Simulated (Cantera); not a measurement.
A closed system holds: 1 mol C₂H₆, 0.066 mol H₂O, 0.92 mol N₂, equilibrated at 100 Torr.

Method: chemical equilibrium by Gibbs-energy minimisation in Cantera with the NASA 1993 tables (ideal gas, pure condensed phases). Candidate condensed phases: C, C₆H₆, C₇H₈, C₈H₁₈, H₂O; 136 gas species. Equilibrium is a limit: real reactors are often held back by kinetics, nucleation or transport. All values below are at 525 °C.

Base state: H₂ 0.655, N₂ 0.248, CH₄ 0.0795, H₂O 0.0116, CO 0.00538, CO₂ 0.000407, NH₃ 0.000107 (mole fractions); condensed: C(graphite).

Q: What changes in the equilibrium state with this change: pressure from 100 Torr to 22.5 Torr?

A: 
```
species             before     after
----------------  --------  --------
H₂                   0.655     0.728
N₂                   0.248     0.233
CH₄                 0.0795    0.0221
H₂O                 0.0116   0.00562
CO                 0.00538    0.0104
NH₃               0.000107   2.75e-5
CO₂               0.000407  0.000345
C(graphite), mol      1.68      1.87
```

Q: What changes in the equilibrium state with this change: N₂ from 0.92 to 3.7 mol?

A: 
| species | before | after |
|---|---|---|
| N₂ | 0.248 | 0.561 |
| H₂ | 0.655 | 0.400 |
| CH₄ | 0.0795 | 0.0296 |
| H₂O | 0.0116 | 0.00541 |
| CO₂ | 0.000407 | 0.000238 |
| NH₃ | 0.000107 | 7.70e-5 |
| CO | 0.00538 | 0.00412 |
| C(graphite), mol | 1.68 | 1.78 |
